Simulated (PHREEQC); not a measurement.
Consider water at 25 °C with 0.025 mol/kgw CdSO4, 0.02 mol/kgw NaCl and 0.00058 mol/kgw H2SO4. It is in equilibrium with CO2 at log p = -2 (atm). Otherwise closed; pH follows from the charge balance.

Computed with PHREEQC (ion-association model, phreeqc.dat).

This is a speciation only: nothing precipitates in the calculation.

**Question.** Order these Cl species by the share of Cl that they hold, largest first: CdCl+, Cl-, CdCl2.

**Answer.** Cl- (70 %), CdCl+ (28 %), CdCl2 (2.0 %)

**Question.** Order these Cd species by the share of Cd that they hold, largest first: CdCl2, Cd+2, CdSO4, Cd(SO4)2-2, CdCl+.

**Answer.** Cd+2 (42 %), CdSO4 (30 %), CdCl+ (23 %), Cd(SO4)2-2 (4.9 %), CdCl2 (0.81 %)

The pH is 3.22 and the ionic strength 0.0733 mol/kgw. Species that the database lacks are ignored.
